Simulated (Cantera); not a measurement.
An isothermal, constant-pressure homogeneous reactor starts with C₂H₆ : N₂ = 1 : 3.6 (molar parts), at 1125 K and 4.95 Torr. Integrator tolerance rtol = 1e-08.

Model: GRI-Mech 3.0 (53 species, 325 reactions), integrated in Cantera. GRI-Mech 3.0 stops at C3 and has no aromatics, soot or wall deposition, so with more carbon than oxygen in the feed, carbon stays in small species such as C2H2 where larger ones or solid carbon would form. Radical loss at walls, strong at low pressure, is not modelled.

Question: What does this change do: temperature 1125 to 1325 K?

Answer: 
| quantity | before | after |
|---|---|---|
| x(C₂H₆) at 20.0 s | 0.000157 (gas-phase equilibrium 4.05e-6) | 2.85e-6 (gas-phase equilibrium 3.24e-8) |
| x(HCN) at 20.0 s | 2.73e-11 (gas-phase equilibrium 0.0717) | 1.29e-8 (gas-phase equilibrium 0.0943) |
| x(C₂H₂) at 20.0 s | 0.0379 (gas-phase equilibrium 0.0943) | 0.123 (gas-phase equilibrium 0.103) |
| x(C₂H₄) at 20.0 s | 0.119 (gas-phase equilibrium 0.00637) | 0.00630 (gas-phase equilibrium 0.000418) |
| x(CH₄) at 20.0 s | 0.0367 (gas-phase equilibrium 0.0458) | 0.0662 (gas-phase equilibrium 0.00250) |
| x(CH₃) at 20.0 s | 2.88e-6 (gas-phase equilibrium 9.46e-7) | 2.09e-5 (gas-phase equilibrium 1.83e-6) |

Question: What does this change do: N2 3.6 to 2.4 parts?

Answer: 
```tsv
quantity	before	after
x(C₂H₆) at 20.0 s	0.000157 (gas-phase equilibrium 4.05e-6)	0.000193 (gas-phase equilibrium 7.24e-6)
x(HCN) at 20.0 s	2.73e-11 (gas-phase equilibrium 0.0717)	1.66e-11 (gas-phase equilibrium 0.0733)
x(C₂H₂) at 20.0 s	0.0379 (gas-phase equilibrium 0.0943)	0.0447 (gas-phase equilibrium 0.120)
x(C₂H₄) at 20.0 s	0.119 (gas-phase equilibrium 0.00637)	0.154 (gas-phase equilibrium 0.00960)
x(CH₄) at 20.0 s	0.0367 (gas-phase equilibrium 0.0458)	0.0473 (gas-phase equilibrium 0.0667)
x(CH₃) at 20.0 s	2.88e-6 (gas-phase equilibrium 9.46e-7)	3.18e-6 (gas-phase equilibrium 1.26e-6)
```

Question: What does this change do: temperature 1125 to 1175 K?

Answer: 
```csv
quantity,before,after
x(C₂H₆) at 20.0 s,0.000157 (gas-phase equilibrium 4.05e-6),2.65e-5 (gas-phase equilibrium 1.22e-6)
x(HCN) at 20.0 s,2.73e-11 (gas-phase equilibrium 0.0717),1.93e-10 (gas-phase equilibrium 0.0789)
x(C₂H₂) at 20.0 s,0.0379 (gas-phase equilibrium 0.0943),0.0588 (gas-phase equilibrium 0.101)
x(C₂H₄) at 20.0 s,0.119 (gas-phase equilibrium 0.00637),0.0906 (gas-phase equilibrium 0.00329)
x(CH₄) at 20.0 s,0.0367 (gas-phase equilibrium 0.0458),0.0454 (gas-phase equilibrium 0.0226)
x(CH₃) at 20.0 s,2.88e-6 (gas-phase equilibrium 9.46e-7),3.29e-6 (gas-phase equilibrium 1.24e-6)
```
